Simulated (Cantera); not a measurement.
A closed system holds: 1 mol PbO, 11 mol N₂, at 1075 K and 18.0 mbar.

Method: chemical equilibrium by Gibbs-energy minimisation in Cantera with the NASA 1993 tables (ideal gas, pure condensed phases). Candidate condensed phases: Pb, PbO, PbO₂, Pb₃O₄; 12 gas species. Kinetics and transport are ignored.

Base state: N₂ 1.000, PbO 0.000171, Pb 3.01e-5, O₂ 1.47e-5 (mole fractions); condensed: PbO(yellow).

### Question
What changes in the equilibrium state with this change: PbO replaced by Fe(CO)₅?

### Answer
| species | before | after |
|---|---|---|
| N₂ | 1.000 | 0.688 |
| CO | 0 | 0.312 |
| CO₂ | 0 | 0.000238 |
| PbO | 0.000171 | 0 |
| Pb | 3.01e-5 | 0 |
| O₂ | 1.47e-5 | <1e-9 |
| PbO(yellow), mol | 0.998 | 0 |
| C(graphite), mol | 0 | 0.00381 |
| Fe(α), mol | 0 | 1.00 |
Condensed phases not in the tables: cementite and carbon dissolved in iron. Further candidate phases: C, Fe, Fe(CO)₅, FeO, Fe₂O₃, Fe₃O₄.
